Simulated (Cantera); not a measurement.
A perfectly stirred reactor is fed with CH3OH : O2 : N2 = 1 : 1.7 : 18.8 (molar parts), at 4.93 atm; it is adiabatic with a 350 K inlet, and is followed from long to short residence time, starting on the burning branch (τ in s: 0.074, 0.033, 0.015, 0.0068, 0.003, 0.0014, 0.00061, 0.00028, 0.00012, 5.6e-05, 2.5e-05, 1.1e-05).

Detailed kinetics in Cantera: GRI-Mech 3.0 (53 species, 325 reactions). GRI-Mech 3.0 was tuned for natural gas; its chemistry of methanol as a main component is partial and can be far from experiment.

### Question
What does this change do: pressure from 4.93 atm to 10.9 atm?

### Answer
```json
[
 {"quantity": "state", "before": "not burning at any residence time tried", "after": "not reached"},
 {"quantity": "x(CH3OH) at τ = 74.0 ms", "before": "0.0465", "after": "0.000367"},
 {"quantity": "x(O2) at τ = 74.0 ms", "before": "0.0791", "after": "0.0141"},
 {"quantity": "x(CO2) at τ = 74.0 ms", "before": "<1e-12", "after": "0.0371"},
 {"quantity": "x(CH2CO) at τ = 74.0 ms", "before": "<1e-12", "after": "1.55e-9"},
 {"quantity": "x(NO) at τ = 74.0 ms", "before": "<1e-12", "after": "5.50e-9"},
 {"quantity": "x(CH3OH) at τ = 0.610 ms", "before": "0.0465", "after": "0.0465"},
 {"quantity": "x(O2) at τ = 0.610 ms", "before": "0.0791", "after": "0.0791"},
 {"quantity": "x(CO2) at τ = 0.610 ms", "before": "<1e-12", "after": "<1e-12"},
 {"quantity": "x(CH2CO) at τ = 0.610 ms", "before": "<1e-12", "after": "<1e-12"},
 {"quantity": "x(NO) at τ = 0.610 ms", "before": "<1e-12", "after": "<1e-12"},
 {"quantity": "blow-out, bracketed by the residence times tried", "before": "not reached", "after": "burning at 74.0 ms, out at 33.0 ms"}
]
```
